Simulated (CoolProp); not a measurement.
Values from CoolProp's reference Helmholtz-energy equation of state, Smukala 2000.

Task: Give the vapour pressure (kPa), enthalpy of vaporisation (kJ/kg), vapour Z, surface tension (mN/m) of saturated ethylene at 215.6, 230.7, 235.7 K.

Result: 
| T (K) | p (kPa) | enthalpy of vaporisation (kJ/kg) | vapour Z | surface tension (mN/m) |
|---|---|---|---|---|
| 215.6 | 823 | 401 | 0.857 | 8.82 |
| 230.7 | 1350 | 364 | 0.797 | 6.54 |
| 235.7 | 1570 | 351 | 0.775 | 5.80 |

Surface tension comes from a separate correlation (Mulero 2012).
